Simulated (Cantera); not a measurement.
Predominance diagram of Pb at 975 K against the partial pressures of S2 and F2 (log10, bar). Source: NASA polynomial tables (part measured, part estimated), evaluated in Cantera. Candidates: Pb(l), PbF2(s), PbS(s). Only these pure phases compete in this equilibrium. 

```
log p(F2) \ log p(S2)
        columns: -18, -16.7, -15.5, -14.2, -12.9, -11.7, -10.4, -9.1, -7.9, -6.6, -5.3, -4.1, -2.8, -1.5, -0.3, 1
      0  A A A A A A A A A A A A A A A A
   -2.5  A A A A A A A A A A A A A A A A
     -5  A A A A A A A A A A A A A A A A
   -7.5  A A A A A A A A A A A A A A A A
    -10  A A A A A A A A A A A A A A A A
  -12.5  A A A A A A A A A A A A A A A A
    -15  A A A A A A A A A A A A A A A A
  -17.5  A A A A A A A A A A A A A A A A
    -20  A A A A A A A A A A A A A A A A
  -22.5  A A A A A A A A A A A A A A A A
    -25  B B B B B B B B B B B B B B C A
  -27.5  B B B B B B B B B B C C C C C A
    -30  D D D D D D D D C C C C C C C A
  -32.5  D D D D D D D D C C C C C C C A
    -35  D D D D D D D D C C C C C C C A
```

A: out of reach (another gas would pass 10 bar, or a non-metal would condense); B: PbF2(s); C: PbS(s); D: Pb(l).
